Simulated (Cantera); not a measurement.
**Transport properties of process gases**

Gas mixture: N2O = 0.82 (molar parts), at 20.0 Torr, frozen composition.

Cantera's kinetic-theory transport with the Lennard-Jones parameters of GRI-Mech 3.0, ideal gas; thermal conductivity in the multicomponent form. The composition is frozen, though it would react at the higher temperatures.

| T (K) | ρ (kg/m³) | cp (J/kg/K) | μ (µPa s) | λ (mW/m/K) | Pr | D (cm²/s) H | D (cm²/s) OH | D (cm²/s) C2H2 |
|---|---|---|---|---|---|---|---|---|
| 400 | 0.0353 | 970.3 | 19.5 | 25.3 | 0.746 | 63.1 | 15.6 | 7.99 |
| 650 | 0.0217 | 1127 | 29.1 | 44.1 | 0.744 | 150 | 36.3 | 19.3 |
| 900 | 0.0157 | 1227 | 37.1 | 61.4 | 0.741 | 263 | 63.1 | 34.1 |
| 1150 | 0.0123 | 1285 | 44.1 | 76.8 | 0.738 | 399 | 95.2 | 51.9 |
| 1400 | 0.0101 | 1327 | 50.5 | 91.0 | 0.736 | 555 | 132 | 72.4 |
| 1650 | 0.00855 | 1359 | 56.4 | 104 | 0.734 | 731 | 174 | 95.5 |
| 1900 | 0.00743 | 1384 | 61.9 | 117 | 0.733 | 925 | 220 | 121 |
| 2150 | 0.00656 | 1402 | 67.2 | 129 | 0.732 | 1140 | 270 | 149 |
D: mixture-averaged diffusion coefficient of that species in the mixture.
